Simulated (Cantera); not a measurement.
A Cantera script and its output.

```python
import numpy as np
import cantera as ct

gas = ct.Solution("gri30.yaml")
gas.TPX = 325, 110000, {'CH3OH': 1, 'O2': 1.36, 'N2': 5.13, 'CO2': 0.058}
inlet = ct.Reservoir(gas, clone=True)
gas.equilibrate("HP")  # start burning
reactor = ct.IdealGasConstPressureReactor(gas, energy="on", clone=False)
exhaust = ct.Reservoir(gas, clone=True)
tau = [0.15, 0.067, 0.031, 0.014, 0.0063, 0.0029, 0.0013, 0.00059, 0.00027, 0.00012, 5.5e-05, 2.5e-05, 1.1e-05][0]
for a, b in ((inlet, reactor), (reactor, exhaust)):
    ct.MassFlowController(a, b, mdot=lambda t: reactor.mass / tau)
net = ct.ReactorNet([reactor])
show = ['CH3OH', 'O2', 'OH', 'C2H', 'C2H4']

rows = []
print(f"{'tau/s':>10s}{'T/K':>9s}" + "".join(f"{s:>11s}" for s in show))
for tau in [0.15, 0.067, 0.031, 0.014, 0.0063, 0.0029, 0.0013, 0.00059, 0.00027, 0.00012, 5.5e-05, 2.5e-05, 1.1e-05]:
    net.initial_time = 0.0
    net.advance(30 * tau)
    before = gas.X
    net.advance(40 * tau)
    drift = np.max(np.abs(gas.X - before) / (gas.X + 1e-9))
    rows.append([gas.T, *gas[show].X, drift])
    print(f"{tau:10.3e}{gas.T:9.1f}" + "".join(f"{x:11.3e}" for x in gas[show].X))
```

Result:

```
     tau/s      T/K      CH3OH         O2         OH        C2H       C2H4
 1.500e-01   2193.9  7.930e-07  1.441e-03  2.722e-03  1.290e-13  6.394e-12
 6.700e-02   2180.1  1.455e-06  2.089e-03  3.288e-03  2.181e-13  1.113e-11
 3.100e-02   2160.2  2.521e-06  3.031e-03  3.990e-03  3.473e-13  1.815e-11
 1.400e-02   2131.3  4.365e-06  4.391e-03  4.850e-03  6.353e-13  3.437e-11
 6.300e-03   2093.0  7.547e-06  6.163e-03  5.785e-03  1.500e-12  8.497e-11
 2.900e-03   2047.6  1.302e-05  8.218e-03  6.658e-03  4.412e-12  2.620e-10
 1.300e-03   1994.5  2.362e-05  1.060e-02  7.393e-03  1.594e-11  9.985e-10
 5.900e-04   1939.2  4.474e-05  1.317e-02  7.818e-03  6.141e-11  4.174e-09
 2.700e-04   1883.5  9.086e-05  1.621e-02  7.811e-03  2.385e-10  1.918e-08
 1.200e-04   1818.4  2.197e-04  2.119e-02  7.027e-03  9.299e-10  1.153e-07
 5.500e-05    325.0  1.325e-01  1.802e-01 -1.580e-29 -4.293e-51 -6.995e-20
 2.500e-05    325.0  1.325e-01  1.802e-01  3.402e-36 -1.388e-63  1.929e-24
 1.100e-05    325.0  1.325e-01  1.802e-01  2.050e-36 -6.923e-64  1.218e-25
```

Model: GRI-Mech 3.0 (53 species, 325 reactions), integrated in Cantera. GRI-Mech 3.0 was tuned for natural gas; its chemistry of methanol as a main component is partial and can be far from experiment.
